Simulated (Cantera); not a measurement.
Charge: 1 mol CsOH, 0.77 mol H2O, equilibrated at 1802 °C and 26.0 Pa.

Cantera equilibrium calculation (NASA polynomials, part measured and part estimated; ideal gas, pure solids and liquids). Candidate condensed phases: Cs, CsOH, H2O; 15 gas species. Rates play no part.

Base state: H2O 0.392, Cs 0.341, O2 0.0930, CsOH 0.0425, H2 0.0397, OH 0.0371, H 0.0329, O 0.0220 (mole fractions); condensed: gas only.

**Question.** What changes in the equilibrium state with this change: H2O from 0.77 to 0.088 mol?

**Answer.** 
```tsv
species	before	after
Cs	0.341	0.487
H2O	0.392	0.242
O2	0.0930	0.118
H2	0.0397	0.0217
H	0.0329	0.0243
OH	0.0371	0.0309
CsOH	0.0425	0.0506
O	0.0220	0.0249
CsO	0.000264	0.000426
```
